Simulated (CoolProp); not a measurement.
The fluoroketone C6F12O (FK-5-1-12) at several states: fugacity coefficient from the reference equation and from simpler models built on Tc = 168.7 °C, pc = 1869 kPa, ω = 0.471; each cubic takes its own stable root.

Computed with CoolProp (reference Helmholtz-energy equation of state, McLinden 2015).

```json
[
 {"T (°C)": "39.35", "p (kPa)": "11000", "phase": "liquid", "reference": "0.01429"},
 {"T (°C)": "31.85", "p (kPa)": "28.6", "phase": "gas", "reference": "0.9790"},
 {"T (°C)": "198.75", "p (kPa)": "197", "phase": "gas", "reference": "0.9714"},
 {"T (°C)": "145.05", "p (kPa)": "56", "phase": "gas", "reference": "0.9872"},
 {"T (°C)": "-102.15", "p (kPa)": "17.4", "phase": "liquid", "reference": "3.881e-5"},
 {"T (°C)": "-67.85", "p (kPa)": "2650", "phase": "liquid", "reference": "3.546e-5"}
]
```

Problem. How far does each simpler model (van der Waals, Soave-Redlich-Kwong) lie from the reference over these 6 states: mean and median of the absolute difference, and the worst?

Solution. 
- van der Waals: mean 187460.0 %, median 349.8 %, worst +1073850.0 % at -102.15 °C and 17.4 kPa
- Soave-Redlich-Kwong: mean 11.6 %, median 4.0 %, worst +44.6 % at -102.15 °C and 17.4 kPa
